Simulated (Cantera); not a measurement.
## Ignition delay

Mixture: 23.3 % H2, 16.0 % O2, 60.2 % N2, 0.420 % NO, at 750 Torr, adiabatic and at constant pressure. Ignition delay is the time to a rise of 400 K.

Computed with Cantera and GRI-Mech 3.0 (53 species, 325 reactions). The mechanism lacks 2 NO + O2 → 2 NO2 and HONO, so NO2 and the effect of NO are under-described below about 1400 K. Where the delays flatten at high temperature, the 400 K rule measures the pace of heat release, not the induction time.

```tsv
T0 (K)	delay (ms)
1098	0.0839
1173	0.0538
1248	0.0380
1323	0.0291
1398	0.0238
1473	0.0208
1548	0.0191
1623	0.0185
1698	0.0185
```
